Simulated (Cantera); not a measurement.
A Cantera script and what it prints.

```python
import numpy as np
import cantera as ct

gas_names = """
    B BH BH2 BH3 BO BO2 B2 B2O B2O2 B2O3 B3O3H3 H HBO HBO2 HO2 H2 H2O H2O2 H3B3O6 O OH O2 O3
""".split()
cond_names = """
    B(b) B(L) B2O3(L) B3O3H3(cr) H2O(s) H2O(L)
""".split()


# ... load() reads the species with a 1 bar reference pressure and builds the phases ...
atoms = {
    'B2H6': {'B': 2, 'H': 6},
    'H2O': {'H': 2, 'O': 1},
    'H2': {'H': 2},
}
top_T = {}  # K; cautious upper limits of use, not melting points


# ... equilibrate(T, P, feed) seeds the gas with the atoms and calls Mixture.equilibrate('TP', solver="vcs", rtol=1e-11, max_steps=5000) ...
results = []
T = 1850  # K
P = 64  # Pa
for m in [1.4, 1.9, 2.5, 3.2, 4.2, 5.6, 7.3, 9.5, 12, 16, 21]:
    feed = {'B2H6': 1, 'H2O': 0.06, 'H2': m}  # mol
    mix = equilibrate(T, P, feed)
    results.append((T, P, feed, dict(zip(mix.species_names, mix.species_moles))))

top = {s: max(r[3][s] / sum(r[3][g] for g in gas_names) for r in results) for s in gas_names}
cols = sorted((s for s in top if top[s] > 1e-06), key=lambda s: -top[s])[:7]
seen = [c for c in cond_names if any(r[3].get(c, 0) > 1e-12 for r in results)]
print("log10 of partial pressures in bar; condensed amounts in mol")
print(f"{'n(H2)':>10s}" + "".join(f"{s[:9]:>10s}" for s in cols + seen))
for T, P, feed, n in results:
    ng = sum(n[g] for g in gas_names)
    print(f"{feed['H2']:10.4g}" + "".join(f"{np.log10(max(n[s] / ng * P / 1e5, 1e-99)):10.3f}" for s in cols)
          + "".join(f"{n.get(c, 0):10.4g}" for c in seen))
```

Output:

```
log10 of partial pressures in bar; condensed amounts in mol
     n(H2)        H2         H       HBO        BO      B2O2       BH2       B2O      B(b)
       1.4    -3.209    -4.873    -5.230    -5.667    -6.711    -6.944    -7.680     1.939
       1.9    -3.208    -4.873    -5.274    -5.711    -6.799    -6.943    -7.724     1.939
       2.5    -3.208    -4.873    -5.321    -5.759    -6.894    -6.943    -7.772     1.939
       3.2    -3.207    -4.872    -5.371    -5.808    -6.993    -6.942    -7.821     1.939
       4.2    -3.207    -4.872    -5.433    -5.871    -7.118    -6.942    -7.883     1.938
       5.6    -3.206    -4.872    -5.507    -5.945    -7.267    -6.941    -7.958     1.938
       7.3    -3.206    -4.871    -5.582    -6.021    -7.419    -6.941    -8.034     1.938
       9.5    -3.205    -4.871    -5.664    -6.103    -7.582    -6.940    -8.116     1.937
        12    -3.205    -4.871    -5.742    -6.180    -7.737    -6.940    -8.193     1.937
        16    -3.205    -4.871    -5.842    -6.281    -7.939    -6.940    -8.294     1.936
        21    -3.204    -4.871    -5.942    -6.381    -8.139    -6.939    -8.394     1.935
```

Method: chemical equilibrium by Gibbs-energy minimisation in Cantera with the NASA 1993 tables (ideal gas, pure condensed phases). The feed counts by its element totals alone. The tables' values for BH2 are old estimates; treat these amounts as uncertain.
